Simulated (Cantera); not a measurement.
Input (Python, Cantera):

```python
import numpy as np
import cantera as ct

gas = ct.Solution("gri30.yaml")
gas.TPX = 1850, 27000, {'C2H4': 1, 'H2': 3.4}
reactor = ct.IdealGasConstPressureReactor(gas, energy="off", clone=False)
net = ct.ReactorNet([reactor])
net.rtol, net.atol = 1e-08, 1e-18
show = ['C2H4', 'H2', 'CH3', 'C2H', 'CH4', 'H', 'C2H6']
times = np.geomspace(3e-06, 20, 11)

steps = ct.SolutionArray(gas, extra=["t"])
rows = []
print(f"{'t/s':>10s}{'T/K':>9s}{'P/Pa':>11s}" + "".join(f"{s:>11s}" for s in show))
for t in times:
    while net.time < t:
        t_next = net.step()
        steps.append(gas.state, t=t_next)
    rows.append([np.interp(t, steps.t, y) for y in (steps.T, steps.P, *steps(*show).X.T)])
    print(f"{t:10.3e}{rows[-1][0]:9.1f}{rows[-1][1]:11.4g}" + "".join(f"{x:11.3e}" for x in rows[-1][2:]))
rate = np.gradient(steps.T, steps.t)
print("integrator steps:", len(steps.t))
if steps.T.max() > steps.T[0] + 200:
    print(f"time of steepest temperature rise: {steps.t[rate.argmax()]:.4e} s")
gas.TPX = 1850, 27000, {'C2H4': 1, 'H2': 3.4}
gas.equilibrate("TP")
print(f"equilibrium (TP): T = {gas.T:.1f} K  " + "  ".join(f"{s} {gas[s].X[0]:.3e}" for s in show))
```

Result:

```
       t/s      T/K       P/Pa       C2H4         H2        CH3        C2H        CH4          H       C2H6
 3.000e-06   1850.0    2.7e+04  2.267e-01  7.728e-01  1.587e-09  1.754e-11  9.756e-10  2.621e-06  1.488e-08
 1.444e-05   1850.0    2.7e+04  2.243e-01  7.733e-01  2.924e-08  4.202e-10  8.017e-08  1.256e-05  1.719e-07
 6.949e-05   1850.0    2.7e+04  2.110e-01  7.757e-01  3.143e-07  1.059e-08  4.410e-06  5.804e-05  1.729e-06
 3.344e-04   1850.0    2.7e+04  1.386e-01  7.890e-01  1.084e-06  1.417e-07  9.033e-05  1.443e-04  3.885e-06
 1.609e-03   1850.0    2.7e+04  1.329e-02  8.119e-01  2.113e-06  6.077e-07  3.003e-04  2.635e-04  6.079e-07
 7.746e-03   1850.0    2.7e+04  6.704e-04  8.135e-01  9.488e-06  2.301e-06  4.060e-04  9.447e-04  5.607e-08
 3.728e-02   1850.0    2.7e+04  6.696e-04  8.132e-01  2.069e-05  2.302e-06  8.858e-04  9.457e-04  6.098e-08
 1.794e-01   1850.0    2.7e+04  6.675e-04  8.121e-01  5.927e-05  2.291e-06  2.545e-03  9.426e-04  1.062e-07
 8.635e-01   1850.0    2.7e+04  6.667e-04  8.115e-01  7.901e-05  2.285e-06  3.399e-03  9.407e-04  1.465e-07
 4.156e+00   1850.0    2.7e+04  6.667e-04  8.115e-01  7.904e-05  2.285e-06  3.400e-03  9.407e-04  1.465e-07
 2.000e+01   1850.0    2.7e+04  6.667e-04  8.115e-01  7.904e-05  2.285e-06  3.400e-03  9.407e-04  1.465e-07
integrator steps: 884
equilibrium (TP): T = 1850.0 K  C2H4 6.667e-04  H2 8.115e-01  CH3 7.904e-05  C2H 2.285e-06  CH4 3.400e-03  H 9.407e-04  C2H6 1.465e-07
```

Model: GRI-Mech 3.0 (53 species, 325 reactions), integrated in Cantera. GRI-Mech 3.0 was tuned for natural gas; its chemistry of ethylene as a main component is partial and can be far from experiment. GRI-Mech 3.0 stops at C3 and has no aromatics, soot or wall deposition, so with more carbon than oxygen in the feed, carbon stays in small species such as C2H2 where larger ones or solid carbon would form.
